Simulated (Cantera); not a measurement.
# Equilibrium for fluorocarbon and chlorocarbon gases: c-C4F8 + CH4 + H2

A closed system holds: 1 mol c-C4F8, 0.085 mol CH4, 0.26 mol H2, at 352 °C and 590 Pa.

Equilibrium computed with Cantera from the NASA thermochemical tables; the gas is ideal and each condensed phase is pure. Candidate condensed phases: C, C6H6, C7H8, C8H18; 95 gas species. The feed counts by its element totals alone. Condensed phases not in the tables: fluorocarbon polymer. Gases not in the tables: C2F6 and larger saturated fluorocarbons. Kinetics and transport are ignored.

- x(CF4): 0.675
- x(HF): 0.325
- n(C(graphite)): 2.30 mol
- gas amount: 2.645 mol
